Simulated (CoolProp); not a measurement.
The numbers come from the reference Helmholtz-energy equation of state, McLinden 2020 in CoolProp.

Task: For R1336mzz(Z), give the phase and the density (kg/m³), cp (kJ/(kg K)), isothermal compressibility (1/MPa), fugacity coefficient at 112.05 °C and 14600 kPa; 177.65 °C and 14600 kPa.

Result: 
- 112.05 °C and 14600 kPa: liquid; density 1200, cp 1.32, isothermal compressibility 0.00454, fugacity coefficient 0.0943
- 177.65 °C and 14600 kPa: supercritical; density 1030, cp 1.41, isothermal compressibility 0.0104, fugacity coefficient 0.241
